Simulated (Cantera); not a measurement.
Feed: 1 mol FeCl3, 20 mol H2O, 0.16 mol H2, at 948.15 K and 1.00 bar.

Cantera equilibrium calculation (NASA polynomials, part measured and part estimated; ideal gas, pure solids and liquids). Candidate condensed phases: Fe, FeCl2, FeCl3, FeO, Fe(OH)2, Fe(OH)3, Fe2O3, Fe3O4, H2O; 22 gas species. Equilibrium is a limit: real reactors are often held back by kinetics, nucleation or transport.

Base state: H2O 0.862, HCl 0.138, FeCl2 2.40e-5, H2 1.26e-5 (mole fractions); condensed: Fe2O3(s) + Fe3O4(s).

Problem. What changes in the equilibrium state with this change: temperature from 948.15 K to 1525 K?

Solution. 
```json
[
 {"species": "H2O", "before": "0.862", "after": "0.862"},
 {"species": "HCl", "before": "0.138", "after": "0.135"},
 {"species": "FeCl2", "before": "2.40e-5", "after": "0.00139"},
 {"species": "O2", "before": "<1e-9", "after": "0.000365"},
 {"species": "OH", "before": "<1e-9", "after": "5.81e-5"},
 {"species": "Fe2O3(s), mol", "before": "0.0213", "after": "0"},
 {"species": "Fe3O4(s), mol", "before": "0.319", "after": "0.323"}
]
```
